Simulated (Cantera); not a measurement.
# Premixed flame

A freely propagating, adiabatic, planar premixed flame of H₂ : O₂ : N₂ = 1 : 0.294 : 1.11 (molar parts), equivalence ratio 1.7, unburnt at 475 K and 100.0 Torr; mixture-averaged transport, grid criteria slope 0.08 and curve 0.16, no radiation.

Cantera simulation using the H2/O2 subset of GRI-Mech 3.0, which has no nitrogen chemistry; the numbers are that mechanism's predictions, not measurements. Burning velocities carry a grid error of a few per cent, more on coarse grids.

```csv
z (mm),T (K),u (m/s),x H₂,x O₂,x H₂O₂,x OH,x H,x HO₂
-17.1,475,4.72,0.416,0.122,<1e-8,<1e-8,<1e-8,<1e-8
-11.4,475,4.72,0.416,0.122,<1e-8,<1e-8,<1e-8,<1e-8
-8.55,475,4.72,0.416,0.122,<1e-8,<1e-8,<1e-8,<1e-8
-5.70,475,4.72,0.416,0.122,<1e-8,<1e-8,2.09e-8,1.05e-7
-2.85,484,4.80,0.414,0.122,1.51e-6,3.89e-5,0.000206,7.17e-5
-1.43,658,6.44,0.387,0.117,2.59e-6,0.000374,0.0104,3.86e-5
0,1073,10.2,0.247,0.0708,3.13e-7,0.00203,0.0795,1.26e-5
1.43,1334,12.5,0.140,0.0105,2.84e-7,0.00416,0.124,1.80e-6
2.85,1432,13.4,0.133,0.00394,2.52e-7,0.00498,0.120,6.15e-7
5.70,1543,14.3,0.141,0.00309,2.09e-7,0.00604,0.105,4.25e-7
11.4,1671,15.4,0.150,0.00249,1.37e-7,0.00699,0.0882,3.07e-7
22.8,1804,16.4,0.159,0.00181,7.61e-8,0.00748,0.0705,2.08e-7
45.6,1933,17.4,0.168,0.00116,3.94e-8,0.00725,0.0535,1.35e-7
```
x: mole fraction of selected species; z is measured from the peak of heat release.

```yaml
laminar_burning_velocity: 472 cm/s
thermal_thickness: 5.70 mm
peak x(H₂O₂): 3.89e-6
peak x(OH): 0.00749
peak x(H): 0.125
peak x(HO₂): 7.40e-5
```
